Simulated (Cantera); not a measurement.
Charge: 1 mol SiCl4, 0.44 mol N2, 6.3 mol H2, 4.3 mol NH3, equilibrated at 13.3 mbar.

Method: chemical equilibrium by Gibbs-energy minimisation in Cantera with the NASA 1993 tables (ideal gas, pure condensed phases). Candidate condensed phases: NH4Cl, Si, Si3N4; 28 gas species. The tables' values for SiCl3, SiCl, SiN are old estimates; treat these amounts as uncertain. Gases not in the tables: Si2H6 and higher silanes. Equilibrium is a limit: real reactors are often held back by kinetics, nucleation or transport.

x: gas mole fraction; n: condensed amount in mol.

| T (K) | x H2 | x HCl | x N2 | x SiCl2 | x H | n Si3N4(s) |
|---|---|---|---|---|---|---|
| 1425 | 0.652 | 0.219 | 0.121 | 0.00747 | [?] | 0.283 |
| 1500 | 0.657 | 0.197 | 0.127 | 0.0175 | [?] | 0.226 |
| 1575 | 0.665 | 0.167 | 0.135 | 0.0319 | [?] | 0.144 |
| 1650 | 0.673 | 0.134 | 0.144 | 0.0477 | [?] | 0.0535 |
| 1725 | 0.677 | 0.115 | 0.149 | 0.0567 | [?] | 0 |
| 1800 | 0.675 | 0.115 | 0.149 | 0.0565 | [?] | 0 |
| 1875 | 0.672 | 0.116 | 0.149 | 0.0557 | [?] | 0 |

Q: Fill in the missing entries.

A: 
- 1425, x H: 4.77e-5
- 1500, x H: 0.000124
- 1575, x H: 0.000293
- 1650, x H: 0.000645
- 1725, x H: 0.00132
- 1800, x H: 0.00255
- 1875, x H: 0.00465
